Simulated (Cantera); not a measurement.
Fe3O4 + CO + N2 (carbothermic reduction)

Feed: 1 mol Fe3O4, 13 mol CO, 0.1 mol N2, held at 0.00610 bar.

Cantera equilibrium calculation (NASA polynomials, part measured and part estimated; ideal gas, pure solids and liquids). Candidate condensed phases: C, Fe, Fe(CO)5, FeO, Fe2O3, Fe3O4; 27 gas species. Each liquid is taken as pure. Mutual solubility and eutectic melting of coexisting phases are not modelled. The tables' stoichiometric FeO is somewhat more stable than real wüstite, so its field is too wide. FeO: taken at fixed stoichiometry. Kinetics and transport are ignored.

From 998 K to 1148 K the condensed part is Fe(α) + FeO(s). From 1298 K to 1598 K the condensed part is Fe(γ) + FeO(s). At 1748 K the condensed part is Fe(δ) + FeO(l). At 1898 K the condensed part is Fe(l) + FeO(l). From 2048 K to 2198 K the condensed part is FeO(l). From 2348 K to 2648 K nothing is condensed.

| T (K) | x CO | x CO2 | x Fe | x O | x O2 | x FeO | n Fe(α) | n FeO(s) | n Fe(γ) | n Fe(δ) | n FeO(l) | n Fe(l) |
|---|---|---|---|---|---|---|---|---|---|---|---|---|
| 998 | 0.789 | 0.203 | 2.21e-12 | <1e-12 | <1e-12 | <1e-12 | 1.66 | 1.34 | 0 | 0 | 0 | 0 |
| 1148 | 0.819 | 0.174 | 1.31e-9 | <1e-12 | <1e-12 | <1e-12 | 1.27 | 1.73 | 0 | 0 | 0 | 0 |
| 1298 | 0.837 | 0.156 | 1.69e-7 | <1e-12 | <1e-12 | 8.07e-11 | 0 | 1.96 | 1.04 | 0 | 0 | 0 |
| 1448 | 0.850 | 0.142 | 7.82e-6 | 1.17e-10 | 2.18e-11 | 9.80e-9 | 0 | 2.14 | 0.863 | 0 | 0 | 0 |
| 1598 | 0.861 | 0.131 | 0.000173 | 6.88e-9 | 1.44e-9 | 4.69e-7 | 0 | 2.28 | 0.718 | 0 | 0 | 0 |
| 1748 | 0.878 | 0.112 | 0.00221 | 1.82e-7 | 3.75e-8 | 1.02e-5 | 0 | 0 | 0 | 0.446 | 2.52 | 0 |
| 1898 | 0.878 | 0.0965 | 0.0178 | 2.84e-6 | 5.74e-7 | 0.000127 | 0 | 0 | 0 | 0 | 2.71 | 0.0501 |
| 2048 | 0.799 | 0.132 | 0.0607 | 5.09e-5 | 1.72e-5 | 0.00107 | 0 | 0 | 0 | 0 | 2.14 | 0 |
| 2198 | 0.653 | 0.198 | 0.134 | 0.000788 | 0.000531 | 0.00659 | 0 | 0 | 0 | 0 | 0.848 | 0 |
| 2348 | 0.584 | 0.214 | 0.170 | 0.00613 | 0.00537 | 0.0145 | 0 | 0 | 0 | 0 | 0 | 0 |
| 2498 | 0.608 | 0.167 | 0.164 | 0.0236 | 0.0165 | 0.0144 | 0 | 0 | 0 | 0 | 0 | 0 |
| 2648 | 0.634 | 0.104 | 0.159 | 0.0596 | 0.0260 | 0.0109 | 0 | 0 | 0 | 0 | 0 | 0 |
x: gas mole fraction; n: condensed amount in mol.
